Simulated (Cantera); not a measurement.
Input: 1 mol c-C₄F₈, 1 mol CH₄, 0.55 mol H₂, 0.45 mol Si, at 1927 °C and 10.0 mbar.

Equilibrium computed with Cantera from the NASA thermochemical tables; the gas is ideal and each condensed phase is pure. The feed counts by its element totals alone. The tables' values for SiF₃ are old estimates; treat these amounts as uncertain. Gases not in the tables: C₂F₆ and larger saturated fluorocarbons. Equilibrium is a limit: real reactors are often held back by kinetics, nucleation or transport.

```json
[
 {"species": "HF", "before": "0.817", "after": "0.767"},
 {"species": "F", "before": "0.0591", "after": "0.158"},
 {"species": "SiF₄", "before": "0.0720", "after": "0.0654"},
 {"species": "CF₂", "before": "0.0427", "after": "0.00458"},
 {"species": "CF₄", "before": "0.00727", "after": "1.26e-6"},
 {"species": "SiF₂", "before": "3.71e-8", "after": "2.09e-5"},
 {"species": "CF₃", "before": "0.000779", "after": "3.36e-6"},
 {"species": "C₃", "before": "2.42e-7", "after": "1.61e-5"},
 {"species": "C", "before": "1.53e-7", "after": "1.02e-5"},
 {"species": "H", "before": "3.78e-5", "after": "0.000884"},
 {"species": "C(graphite), mol", "before": "4.68", "after": "4.96"}
]
```
Gas species are given as mole fractions.

What was changed between the two runs?
A) pressure from 10.0 mbar to 15.0 Pa
B) temperature from 1927 °C to 800 °C
C) temperature from 1927 °C to 1827 °C
D) temperature from 1927 °C to 1152 °C

A, pressure from 10.0 mbar to 15.0 Pa. The tables' values for SiF₃, SiF₂ are old estimates; treat these amounts as uncertain
